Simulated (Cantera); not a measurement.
Input (Python, Cantera):

```python
import numpy as np
import cantera as ct

gas = ct.Solution("gri30.yaml")


def delay(T, t_max=10):
    gas.TPX = T, 260000, {'CO': 1, 'H2': 1.1, 'O2': 0.955, 'N2': 3.59}
    reactor = ct.IdealGasReactor(gas, clone=False)
    net = ct.ReactorNet([reactor])
    net.rtol, net.atol = 1e-8, 1e-16
    while net.time < t_max:
        t_old, T_old = net.time, reactor.T
        net.step()
        if reactor.T > T + 400:  # ignition: a rise of 400 K
            return t_old + (T + 400 - T_old) / (reactor.T - T_old) * (net.time - t_old)
    return np.nan


taus = []
for T in [950, 1050, 1150, 1250, 1350, 1450, 1550, 1650, 1750, 1850]:
    taus.append(delay(T))
    print(f"T0 = {T:6g} K   tau = {taus[-1]:.4e} s")
```

Output:

```
T0 =    950 K   tau = 1.2597e-02 s
T0 =   1050 K   tau = 2.2887e-04 s
T0 =   1150 K   tau = 3.4838e-05 s
T0 =   1250 K   tau = 1.6968e-05 s
T0 =   1350 K   tau = 1.0661e-05 s
T0 =   1450 K   tau = 7.6041e-06 s
T0 =   1550 K   tau = 5.9338e-06 s
T0 =   1650 K   tau = 4.9842e-06 s
T0 =   1750 K   tau = 4.4606e-06 s
T0 =   1850 K   tau = 4.2194e-06 s
```

Computed with Cantera and GRI-Mech 3.0 (53 species, 325 reactions). The hydrogen kinetics of GRI-Mech 3.0 are dated; newer H2 mechanisms differ, most at raised pressure. Where the delays flatten at high temperature, the 400 K rule measures the pace of heat release, not the induction time.
